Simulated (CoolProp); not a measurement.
Computed with CoolProp (reference Helmholtz-energy equation of state, Lemmon 2006). It is a short technical equation, of lower accuracy than the large ones.

Problem. Give the vapour pressure (kPa), vapour density (kg/m³), enthalpy of vaporisation (kJ/kg), liquid cp (kJ/(kg K)) of saturated neopentane at 268.9, 305.1 K.

Solution. 
```json
[
 {"T (K)": "268.9", "p (kPa)": "59.9", "vapour density (kg/m³)": "1.99", "enthalpy of vaporisation (kJ/kg)": "326", "liquid cp (kJ/(kg K))": "2.14"},
 {"T (K)": "305.1", "p (kPa)": "213", "vapour density (kg/m³)": "6.55", "enthalpy of vaporisation (kJ/kg)": "298", "liquid cp (kJ/(kg K))": "2.35"}
]
```
